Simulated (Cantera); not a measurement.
Feed: 1 mol CaS, 0.63 mol SO2, 1.6 mol CO2, equilibrated at 1898.15 K.

These are equilibrium values from Cantera (NASA tables, ideal gas, pure condensed phases), not measurements of a reactor. Candidate condensed phases: C, Ca, CaCO3, CaO, CaS, CaSO4, S; 26 gas species. Mutual solubility and eutectic melting of coexisting phases are not modelled. Kinetics and transport are ignored.

### Question
At 5.60 bar, list the 7 most abundant gas species with their mole fractions, and the condensed phases.

### Answer
CO2 0.513, SO2 0.291, CO 0.157, S2 0.0257, SO 0.00926, S2O 0.00249, COS 0.00168. Condensed: CaO(s) + CaS(s).
